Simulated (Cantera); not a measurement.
A diamond (100) surface in a fixed gas of H2 with x(CH4) = 0.024, x(H) = 0.0047, at 1400 K, 18.0 Torr; coverages are run to steady state.

Detailed kinetics in Cantera: the Harris–Goodwin 1993 mechanism for the reconstructed diamond (100) surface.

θ: site fractions in the mechanism's names (c6HH fully hydrogenated, c6H* and c6*H radical sites, c6** diradical, c6HM methylated).

| x(CH3) | growth (µm/h) | θ c6HH | θ c6H* | θ c6*H | θ c6** |
|---|---|---|---|---|---|
| 1e-06 | ? | 0.343 | 0.0591 | 0.541 | 0.0566 |
| 2.1e-06 | ? | 0.343 | 0.0591 | 0.541 | 0.0566 |
| 4.3e-06 | ? | 0.343 | 0.0591 | 0.541 | 0.0566 |
| 8.9e-06 | ? | 0.343 | 0.0591 | 0.541 | 0.0566 |
| 1.8e-05 | ? | 0.343 | 0.0591 | 0.541 | 0.0566 |
| 3.8e-05 | ? | 0.343 | 0.0591 | 0.541 | 0.0565 |
| 7.9e-05 | ? | 0.343 | 0.0591 | 0.541 | 0.0565 |
| 0.00016 | ? | 0.343 | 0.0591 | 0.541 | 0.0563 |
| 0.00034 | ? | 0.343 | 0.0591 | 0.541 | 0.0561 |

**Question.** Some entries are withheld; supply them.

**Answer.** 
- 1e-06, growth (µm/h): 0.00345
- 2.1e-06, growth (µm/h): 0.00724
- 4.3e-06, growth (µm/h): 0.0148
- 8.9e-06, growth (µm/h): 0.0307
- 1.8e-05, growth (µm/h): 0.0621
- 3.8e-05, growth (µm/h): 0.131
- 7.9e-05, growth (µm/h): 0.272
- 0.00016, growth (µm/h): 0.550
- 0.00034, growth (µm/h): 1.16
